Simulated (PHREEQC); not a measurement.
Make-up at 25 °C: 0.0031 mol/kgw HF and 0.0018 mol/kgw Na3PO4. Closed to the air; pH follows from the charge balance.

Equilibrium calculation in PHREEQC: ion-association model, wateq4f.dat.

```csv
quantity,before,after
pH,6.69,7.29
ionic strength (mol/kgw),0.00589,0.00707
HF (mol/kgw),8.79e-7,2.19e-7
```

Task: Which change was made?
(A) Na3PO4 from 0.0018 to 0.00036 mol/kgw
(B) Na3PO4 from 0.0018 to 0.0036 mol/kgw
(C) 0.00014 mol/kgw HNO3 added
(D) Na3PO4 left out
(E) 0.0006 mol/kgw KOH added

Result: E, 0.0006 mol/kgw KOH added

This is a speciation only: nothing precipitates in the calculation. H3PO4, which wateq4f.dat lacks, is added to it with the constant of phreeqc.dat.
